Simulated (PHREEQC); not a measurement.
A solution holds 0.027 mol Li2SO4 and 0.046 mol Na2SO4 per kg of water, at 25 °C. Closed to the air; pH follows from the charge balance.

Equilibrium calculation in PHREEQC: ion-association model, phreeqc.dat.

Precipitation was switched off in this run.

Q: Order these S species by the share of S that they hold, largest first: SO4-2, LiSO4-, NaSO4-.

A: SO4-2 (84 %), NaSO4- (10 %), LiSO4- (5.5 %)

The ionic strength is 0.196 mol/kgw.
